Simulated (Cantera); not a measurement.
Cantera run, input and output.

```python
import numpy as np
import cantera as ct

gas = ct.Solution("gri30.yaml")
gas.TPX = 1348, 1000000, {'CH4': 1, 'H2': 0.091, 'O2': 2.59, 'N2': 8.29, 'CO2': 2.5}
reactor = ct.IdealGasConstPressureReactor(gas, energy="on", clone=False)
net = ct.ReactorNet([reactor])
net.rtol, net.atol = 1e-08, 1e-16
show = ['CH4', 'H2', 'O2', 'C2H6', 'CO', 'H']
times = np.geomspace(7e-06, 2, 13)

steps = ct.SolutionArray(gas, extra=["t"])
rows = []
print(f"{'t/s':>10s}{'T/K':>9s}{'P/Pa':>11s}" + "".join(f"{s:>11s}" for s in show))
for t in times:
    while net.time < t:
        t_next = net.step()
        steps.append(gas.state, t=t_next)
    rows.append([np.interp(t, steps.t, y) for y in (steps.T, steps.P, *steps(*show).X.T)])
    print(f"{t:10.3e}{rows[-1][0]:9.1f}{rows[-1][1]:11.4g}" + "".join(f"{x:11.3e}" for x in rows[-1][2:]))
rate = np.gradient(steps.T, steps.t)
print("integrator steps:", len(steps.t))
if steps.T.max() > steps.T[0] + 200:
    print(f"time of steepest temperature rise: {steps.t[rate.argmax()]:.4e} s")
gas.TPX = 1348, 1000000, {'CH4': 1, 'H2': 0.091, 'O2': 2.59, 'N2': 8.29, 'CO2': 2.5}
gas.equilibrate("HP")
print(f"equilibrium (HP): T = {gas.T:.1f} K  " + "  ".join(f"{s} {gas[s].X[0]:.3e}" for s in show))
```

Output:

```
       t/s      T/K       P/Pa        CH4         H2         O2       C2H6         CO          H
 7.000e-06   1348.0      1e+06  6.910e-02  6.288e-03  1.790e-01  6.990e-10  1.838e-09  2.698e-09
 1.994e-05   1348.0      1e+06  6.910e-02  6.288e-03  1.790e-01  3.066e-08  1.671e-08  9.649e-09
 5.681e-05   1348.1      1e+06  6.906e-02  6.279e-03  1.789e-01  3.346e-06  5.240e-07  7.257e-08
 1.618e-04   1351.3      1e+06  6.841e-02  6.209e-03  1.785e-01  1.427e-04  4.477e-05  2.786e-07
 4.610e-04   1534.3      1e+06  4.294e-02  1.173e-02  1.520e-01  1.383e-03  1.352e-02  2.560e-05
 1.313e-03   2518.4      1e+06  6.879e-17  1.395e-03  4.218e-02  1.404e-31  1.421e-02  3.243e-04
 3.742e-03   2513.1      1e+06  6.887e-17  1.389e-03  4.049e-02  1.395e-31  1.411e-02  3.162e-04
 1.066e-02   2508.3      1e+06  6.889e-17  1.384e-03  3.899e-02  1.385e-31  1.403e-02  3.091e-04
 3.037e-02   2507.7      1e+06  6.890e-17  1.384e-03  3.879e-02  1.384e-31  1.402e-02  3.082e-04
 8.651e-02   2507.7      1e+06  6.890e-17  1.384e-03  3.879e-02  1.384e-31  1.402e-02  3.082e-04
 2.464e-01   2507.7      1e+06  6.890e-17  1.384e-03  3.879e-02  1.384e-31  1.402e-02  3.082e-04
 7.021e-01   2507.7      1e+06  6.890e-17  1.384e-03  3.879e-02  1.384e-31  1.402e-02  3.082e-04
 2.000e+00   2507.7      1e+06  6.890e-17  1.384e-03  3.879e-02  1.384e-31  1.402e-02  3.082e-04
integrator steps: 1924
time of steepest temperature rise: 4.7891e-04 s
equilibrium (HP): T = 2507.7 K  CH4 9.322e-17  H2 1.384e-03  O2 3.879e-02  C2H6 2.109e-31  CO 1.402e-02  H 3.082e-04
```

Computed with Cantera and GRI-Mech 3.0 (53 species, 325 reactions).
